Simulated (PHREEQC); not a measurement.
Dissolve 0.0041 mol/kgw ZnSO4 at 10 °C. Closed to the air; pH follows from the charge balance.

Computed with PHREEQC (ion-association model, wateq4f.dat).

Each row changes one thing in this solution. Precipitation was switched off in this run.

```
case                                            pH  ionic strength (mol/kgw)  SO4-2 (mol/kgw)  HSO4- (mol/kgw)
--------------------------------------------  ----  ------------------------  ---------------  ---------------
as made                                       6.09                    0.0128          0.00317          1.33e-7
ZnSO4 replaced by NiSO4 at the same molality  6.53                    0.0133       (withheld)          5.08e-8
ZnSO4 from 0.0041 to 0.00369 mol/kgw          6.10                    0.0116          0.00289          1.19e-7
ZnSO4 replaced by MnSO4 at the same molality  6.89                    0.0138          0.00346       (withheld)
0.00076 mol/kgw RbCl added                    6.08                    0.0136       (withheld)          1.36e-7
ZnSO4 from 0.0041 to 0.0205 mol/kgw           5.90                    0.0507           0.0119          6.07e-7
diluted 10-fold with water                    6.44                   0.00155         0.000388          8.83e-9
0.0004 mol/kgw NiSO4 added                    6.09                    0.0139          0.00345          1.42e-7
temperature from 10 to 85 °C                  5.15                    0.0118          0.00293       (withheld)
```

### Question
Fill in the missing entries.

### Answer

- ZnSO4 replaced by NiSO4 at the same molality, SO4-2 (mol/kgw): 0.00333
- ZnSO4 replaced by MnSO4 at the same molality, HSO4- (mol/kgw): 2.26e-8
- 0.00076 mol/kgw RbCl added, SO4-2 (mol/kgw): 0.00318
- temperature from 10 to 85 °C, HSO4- (mol/kgw): 6.56e-6

Species that the database lacks are ignored. At this temperature some constants are extrapolated from 25 °C, and those without enthalpy data are left unchanged.
